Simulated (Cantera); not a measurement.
An isothermal, constant-pressure homogeneous reactor starts with CO : O2 : H2O : N2 = 0.0055 : 0.0088 : 0.076 : 1 (molar parts), at 1075 K and 320000 Pa. Integrator tolerance rtol = 1e-08.

Model: GRI-Mech 3.0 (53 species, 325 reactions), integrated in Cantera.

Problem. What does this change do: temperature 1075 to 1125 K?

Solution. 
```tsv
quantity	before	after
x(CO) at 1.00 s	0.000474 (gas-phase equilibrium 2.49e-11)	5.71e-5 (gas-phase equilibrium 1.01e-10)
x(O2) at 1.00 s	0.00581 (gas-phase equilibrium 0.00556)	0.00559 (gas-phase equilibrium 0.00555)
x(H2O) at 1.00 s	0.0698 (gas-phase equilibrium 0.0699)	0.0699 (gas-phase equilibrium 0.0699)
x(NO) at 1.00 s	5.70e-11 (gas-phase equilibrium 1.19e-5)	2.34e-10 (gas-phase equilibrium 1.88e-5)
x(H2) at 1.00 s	1.91e-5 (gas-phase equilibrium 3.70e-10)	3.91e-6 (gas-phase equilibrium 1.27e-9)
x(HO2) at 1.00 s	1.29e-6 (gas-phase equilibrium 2.09e-10)	3.15e-7 (gas-phase equilibrium 4.04e-10)
x(CO2) at 1.00 s	0.00458 (gas-phase equilibrium 0.00506)	0.00500 (gas-phase equilibrium 0.00506)
```
